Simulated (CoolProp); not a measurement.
Fluoroethane (R161) at 333.99 K and 1.74 MPa is throttled through a valve to 0.603 MPa with no heat exchange. Each further row changes one setting.

The numbers come from the reference Helmholtz-energy equation of state, Wu 2012 in CoolProp.

| case | temperature change (K) | final density (kg/m³) |
|---|---|---|
| as stated | -21.9 | 12.2 |
| outlet pressure 0.181 MPa | -30.4 | 3.54 |
| outlet pressure 0.784 MPa | -18.3 | 16.1 |
